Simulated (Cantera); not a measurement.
Feed: 1 mol Si, 3.1 mol Cl2, 7.1 mol H2, held at 1175 °C and 0.00240 bar.

These are equilibrium values from Cantera (NASA tables, ideal gas, pure condensed phases), not measurements of a reactor. Candidate condensed phases: Si; 19 gas species. The tables' values for SiCl3 are old estimates; treat these amounts as uncertain. Equilibrium is a limit: real reactors are often held back by kinetics, nucleation or transport.

Base state: H2 0.501, HCl 0.400, SiCl2 0.0869, SiCl3 0.00848, SiCl4 0.00304, SiHCl3 0.000326, H 0.000133, Cl 8.66e-5 (mole fractions); condensed: gas only.

Task: What changes in the equilibrium state with this change: H2 from 7.1 to 17 mol?

Result: 
```csv
species,before,after
H2,0.501,0.743
HCl,0.400,0.207
SiCl2,0.0869,0.0475
SiCl4,0.00304,0.000298
SiCl3,0.00848,0.00196
SiHCl3,0.000326,9.19e-5
Cl,8.66e-5,3.67e-5
H,0.000133,0.000162
```
